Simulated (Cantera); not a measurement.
Input: 1 mol Ta₂O₅, 1.4 mol H₂, 2.3 mol H₂O, held at 11.0 Pa.

Equilibrium computed with Cantera from the NASA thermochemical tables; the gas is ideal and each condensed phase is pure. Candidate condensed phases: H₂O, Ta, Ta₂O₅; 12 gas species. Kinetics and transport are ignored.

log p: log10 of the partial pressure in bar; n: condensed amount in mol.

```csv
T (°C),log p H₂O,log p H₂,log p H,log p OH,log p O,n Ta₂O₅(s)
1100,-4.17,-4.38,-7.67,-9.20,-12.52,1.00
1150,-4.17,-4.38,-7.37,-8.82,-11.85,1.00
1200,-4.17,-4.38,-7.09,-8.46,-11.22,1.00
1250,-4.17,-4.38,-6.83,-8.12,-10.63,1.00
1300,-4.17,-4.38,-6.58,-7.81,-10.08,1.00
1350,-4.17,-4.38,-6.35,-7.51,-9.57,1.00
1400,-4.17,-4.39,-6.14,-7.24,-9.08,1.00
1450,-4.17,-4.39,(withheld),(withheld),(withheld),1.000
1500,-4.17,-4.39,-5.74,-6.73,-8.18,1.000
1550,-4.17,-4.40,-5.56,-6.49,-7.77,1.000
1600,-4.18,-4.41,-5.39,-6.27,-7.38,1.000
1650,-4.19,-4.42,(withheld),(withheld),(withheld),1.000
1700,-4.20,-4.43,-5.09,-5.87,-6.66,1.000
1750,-4.22,-4.45,-4.95,-5.70,-6.33,0.999
```

Some entries are withheld; supply them.


- 1650, log p H: -5.24
- 1650, log p OH: -6.07
- 1650, log p O: -7.01
- 1450, log p H: -5.93
- 1450, log p OH: -6.97
- 1450, log p O: -8.62
